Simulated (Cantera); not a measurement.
A perfectly stirred reactor is fed with CH4 : H2O = 1 : 4.2 (molar parts), at 22000 Pa; it is held at 1625 K, and followed from long to short residence time.

Computed with Cantera and GRI-Mech 3.0 (53 species, 325 reactions).

Question: What does this change do: pressure from 22000 Pa to 770000 Pa?

Answer: 
| quantity | before | after |
|---|---|---|
| x(CH4) at τ = 1.90 s | 0.0329 | 0.0342 |
| x(H2O) at τ = 1.90 s | 0.554 | 0.496 |
| x(C2H) at τ = 1.90 s | 2.39e-8 | 8.05e-10 |
| x(CH3) at τ = 1.90 s | 0.000168 | 2.93e-5 |
| x(C2H6) at τ = 1.90 s | 1.07e-5 | 1.50e-5 |
| x(CH4) at τ = 47.0 ms | 0.119 | 0.0831 |
| x(H2O) at τ = 47.0 ms | 0.752 | 0.690 |
| x(C2H) at τ = 47.0 ms | 2.89e-8 | 6.03e-9 |
| x(CH3) at τ = 47.0 ms | 0.000693 | 9.15e-5 |
| x(C2H6) at τ = 47.0 ms | 0.000218 | 0.000110 |

Question: What does this change do: pressure from 22000 Pa to 13300 Pa?

Answer: 
```tsv
quantity	before	after
x(CH4) at τ = 1.90 s	0.0329	0.0343
x(H2O) at τ = 1.90 s	0.554	0.568
x(C2H) at τ = 1.90 s	2.39e-8	3.44e-8
x(CH3) at τ = 1.90 s	0.000168	0.000224
x(C2H6) at τ = 1.90 s	1.07e-5	1.17e-5
x(CH4) at τ = 47.0 ms	0.119	0.126
x(H2O) at τ = 47.0 ms	0.752	0.759
x(C2H) at τ = 47.0 ms	2.89e-8	3.13e-8
x(CH3) at τ = 47.0 ms	0.000693	0.000886
x(C2H6) at τ = 47.0 ms	0.000218	0.000220
```
